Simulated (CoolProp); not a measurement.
Ethanol along the isobar 9060 kPa: fugacity coefficient from the reference equation and from simpler models built on Tc = 514.7 K, pc = 6268 kPa, ω = 0.644; each cubic takes its own stable root.

Values from CoolProp's reference Helmholtz-energy equation of state, Schroeder 2014.

```json
[
 {"T (K)": "195.6", "phase": "liquid", "reference": "[?]", "van der Waals": "0.003930", "Redlich-Kwong": "1.949e-5", "Soave-Redlich-Kwong": "2.988e-8", "Peng-Robinson": "4.775e-8"},
 {"T (K)": "206.5", "phase": "liquid", "reference": "3.871e-7", "van der Waals": "0.006081", "Redlich-Kwong": "5.799e-5", "Soave-Redlich-Kwong": "1.652e-7", "Peng-Robinson": "2.459e-7"},
 {"T (K)": "217.5", "phase": "liquid", "reference": "1.484e-6", "van der Waals": "0.009029", "Redlich-Kwong": "0.0001515", "Soave-Redlich-Kwong": "7.581e-7", "Peng-Robinson": "1.061e-6"},
 {"T (K)": "228.5", "phase": "liquid", "reference": "4.946e-6", "van der Waals": "0.01290", "Redlich-Kwong": "0.0003520", "Soave-Redlich-Kwong": "[?]", "Peng-Robinson": "3.889e-6"},
 {"T (K)": "239.4", "phase": "liquid", "reference": "1.447e-5", "van der Waals": "0.01776", "Redlich-Kwong": "0.0007364", "Soave-Redlich-Kwong": "9.670e-6", "Peng-Robinson": "1.227e-5"},
 {"T (K)": "250.4", "phase": "liquid", "reference": "3.853e-5", "van der Waals": "0.02383", "Redlich-Kwong": "0.001427", "Soave-Redlich-Kwong": "2.846e-5", "Peng-Robinson": "3.471e-5"},
 {"T (K)": "261.4", "phase": "liquid", "reference": "[?]", "van der Waals": "0.03117", "Redlich-Kwong": "0.002574", "Soave-Redlich-Kwong": "7.505e-5", "Peng-Robinson": "[?]"},
 {"T (K)": "272.3", "phase": "liquid", "reference": "0.0002087", "van der Waals": "0.03979", "Redlich-Kwong": "0.004348", "Soave-Redlich-Kwong": "0.0001786", "Peng-Robinson": "0.0002044"},
 {"T (K)": "283.3", "phase": "liquid", "reference": "0.0004364", "van der Waals": "0.04989", "Redlich-Kwong": "0.006999", "Soave-Redlich-Kwong": "0.0003942", "Peng-Robinson": "0.0004395"},
 {"T (K)": "294.3", "phase": "liquid", "reference": "0.0008573", "van der Waals": "0.06147", "Redlich-Kwong": "0.01076", "Soave-Redlich-Kwong": "0.0008082", "Peng-Robinson": "0.0008811"},
 {"T (K)": "305.2", "phase": "liquid", "reference": "0.001584", "van der Waals": "[?]", "Redlich-Kwong": "0.01582", "Soave-Redlich-Kwong": "0.001544", "Peng-Robinson": "0.001651"},
 {"T (K)": "316.2", "phase": "liquid", "reference": "0.002798", "van der Waals": "0.08899", "Redlich-Kwong": "0.02254", "Soave-Redlich-Kwong": "[?]", "Peng-Robinson": "[?]"},
 {"T (K)": "327.2", "phase": "liquid", "reference": "0.004726", "van der Waals": "0.1051", "Redlich-Kwong": "0.03111", "Soave-Redlich-Kwong": "0.004826", "Peng-Robinson": "0.004997"}
]
```

Some entries are withheld; supply them.


- 195.6, reference: 8.685e-8
- 228.5, Soave-Redlich-Kwong: 2.929e-6
- 261.4, reference: 9.366e-5
- 261.4, Peng-Robinson: 8.846e-5
- 305.2, van der Waals: 0.07442
- 316.2, Soave-Redlich-Kwong: 0.002801
- 316.2, Peng-Robinson: 0.002944
